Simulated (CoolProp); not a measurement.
Properties of methanol along the isobar 101 kPa.

Computed with CoolProp (reference Helmholtz-energy equation of state, de Reuck 1993).

```json
[
 {"T (°C)": "-11.45", "phase": "liquid", "cp (kJ/(kg K))": "2.353", "speed of sound (m/s)": "1224", "Joule-Thomson coefficient (K/MPa)": "-0.3620", "isothermal compressibility (1/MPa)": "0.0009926", "viscosity (µPa s)": "988", "conductivity (mW/(m K))": "207"},
 {"T (°C)": "-6.75", "phase": "liquid", "cp (kJ/(kg K))": "2.372", "speed of sound (m/s)": "?", "Joule-Thomson coefficient (K/MPa)": "-0.3579", "isothermal compressibility (1/MPa)": "0.001024", "viscosity (µPa s)": "907", "conductivity (mW/(m K))": "206"},
 {"T (°C)": "-2.15", "phase": "liquid", "cp (kJ/(kg K))": "?", "speed of sound (m/s)": "1191", "Joule-Thomson coefficient (K/MPa)": "-0.3537", "isothermal compressibility (1/MPa)": "0.001055", "viscosity (µPa s)": "836", "conductivity (mW/(m K))": "205"},
 {"T (°C)": "2.45", "phase": "liquid", "cp (kJ/(kg K))": "?", "speed of sound (m/s)": "1175", "Joule-Thomson coefficient (K/MPa)": "-0.3492", "isothermal compressibility (1/MPa)": "0.001087", "viscosity (µPa s)": "773", "conductivity (mW/(m K))": "204"},
 {"T (°C)": "7.05", "phase": "liquid", "cp (kJ/(kg K))": "2.435", "speed of sound (m/s)": "1159", "Joule-Thomson coefficient (K/MPa)": "-0.3445", "isothermal compressibility (1/MPa)": "0.001121", "viscosity (µPa s)": "717", "conductivity (mW/(m K))": "204"},
 {"T (°C)": "11.75", "phase": "liquid", "cp (kJ/(kg K))": "2.459", "speed of sound (m/s)": "1144", "Joule-Thomson coefficient (K/MPa)": "-0.3393", "isothermal compressibility (1/MPa)": "0.001156", "viscosity (µPa s)": "664", "conductivity (mW/(m K))": "203"},
 {"T (°C)": "16.35", "phase": "liquid", "cp (kJ/(kg K))": "2.484", "speed of sound (m/s)": "1128", "Joule-Thomson coefficient (K/MPa)": "-0.3340", "isothermal compressibility (1/MPa)": "?", "viscosity (µPa s)": "?", "conductivity (mW/(m K))": "202"},
 {"T (°C)": "20.95", "phase": "liquid", "cp (kJ/(kg K))": "2.510", "speed of sound (m/s)": "1113", "Joule-Thomson coefficient (K/MPa)": "-0.3284", "isothermal compressibility (1/MPa)": "0.001230", "viscosity (µPa s)": "577", "conductivity (mW/(m K))": "201"},
 {"T (°C)": "25.55", "phase": "liquid", "cp (kJ/(kg K))": "2.538", "speed of sound (m/s)": "1098", "Joule-Thomson coefficient (K/MPa)": "-0.3225", "isothermal compressibility (1/MPa)": "0.001269", "viscosity (µPa s)": "539", "conductivity (mW/(m K))": "200"},
 {"T (°C)": "30.25", "phase": "liquid", "cp (kJ/(kg K))": "2.568", "speed of sound (m/s)": "1083", "Joule-Thomson coefficient (K/MPa)": "-0.3162", "isothermal compressibility (1/MPa)": "0.001310", "viscosity (µPa s)": "504", "conductivity (mW/(m K))": "199"},
 {"T (°C)": "34.85", "phase": "liquid", "cp (kJ/(kg K))": "2.598", "speed of sound (m/s)": "1069", "Joule-Thomson coefficient (K/MPa)": "-0.3097", "isothermal compressibility (1/MPa)": "?", "viscosity (µPa s)": "473", "conductivity (mW/(m K))": "198"},
 {"T (°C)": "39.45", "phase": "liquid", "cp (kJ/(kg K))": "2.630", "speed of sound (m/s)": "?", "Joule-Thomson coefficient (K/MPa)": "-0.3028", "isothermal compressibility (1/MPa)": "?", "viscosity (µPa s)": "445", "conductivity (mW/(m K))": "197"},
 {"T (°C)": "44.05", "phase": "liquid", "cp (kJ/(kg K))": "2.663", "speed of sound (m/s)": "1040", "Joule-Thomson coefficient (K/MPa)": "-0.2957", "isothermal compressibility (1/MPa)": "0.001444", "viscosity (µPa s)": "419", "conductivity (mW/(m K))": "197"},
 {"T (°C)": "48.75", "phase": "liquid", "cp (kJ/(kg K))": "2.698", "speed of sound (m/s)": "1025", "Joule-Thomson coefficient (K/MPa)": "-0.2880", "isothermal compressibility (1/MPa)": "0.001494", "viscosity (µPa s)": "394", "conductivity (mW/(m K))": "196"}
]
```

### Question
Fill in the missing entries.

### Answer

- -6.75, speed of sound (m/s): 1207
- -2.15, cp (kJ/(kg K)): 2.391
- 2.45, cp (kJ/(kg K)): 2.412
- 16.35, isothermal compressibility (1/MPa): 0.001192
- 16.35, viscosity (µPa s): 619
- 34.85, isothermal compressibility (1/MPa): 0.001353
- 39.45, speed of sound (m/s): 1054
- 39.45, isothermal compressibility (1/MPa): 0.001397

Viscosity comes from a separate model (Xiang 2006). Thermal conductivity comes from a separate model (Sykioti 2013).
